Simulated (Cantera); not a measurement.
**CS2 + H2O + N2 + O2 (abatement and gas-phase synthesis)**

Feed: 1 mol CS2, 0.52 mol H2O, 0.69 mol N2, 0.2 mol O2, equilibrated at 2923.15 K.

Method: chemical equilibrium by Gibbs-energy minimisation in Cantera with the NASA 1993 tables (ideal gas, pure condensed phases). Candidate condensed phases: C, C6H6, C7H8, C8H18, H2O, H2SO4, S; 150 gas species. The ideal-gas law is rough above about 30 bar. Kinetics and transport are ignored.

| P (Pa) | x S | x CO | x S2 | x N2 | x H | x H2 | x H2S | x SH | x CS2 | x CS | x COS |
|---|---|---|---|---|---|---|---|---|---|---|---|
| 10 | 0.413 | 0.198 | 0.000422 | 0.148 | 0.223 | 0.000324 | 7.05e-9 | 0.000106 | 2.14e-6 | 0.0167 | 1.82e-7 |
| 200 | 0.401 | 0.201 | 0.00799 | 0.151 | 0.213 | 0.00593 | 2.51e-6 | 0.00198 | 4.34e-5 | 0.0174 | 3.59e-6 |
| 3900 | 0.292 | 0.228 | 0.0822 | 0.171 | 0.140 | 0.0495 | 0.000297 | 0.0184 | 0.000676 | 0.0191 | 5.76e-5 |
| 77000 | 0.103 | 0.269 | 0.204 | 0.202 | 0.0456 | 0.104 | 0.00439 | 0.0420 | 0.00465 | 0.0188 | 0.000477 |
| 1500000 | 0.0258 | 0.288 | 0.247 | 0.218 | 0.0107 | 0.112 | 0.0228 | 0.0478 | 0.0139 | 0.0115 | 0.00247 |
| 30000000 | 0.00568 | 0.289 | 0.240 | 0.228 | 0.00200 | 0.0784 | 0.0707 | 0.0395 | 0.0250 | 0.00472 | 0.0110 |
x: gas mole fraction; nothing condenses.

From 0.000100 bar to 300 bar nothing is condensed. The main C-bearing gas is CO throughout.
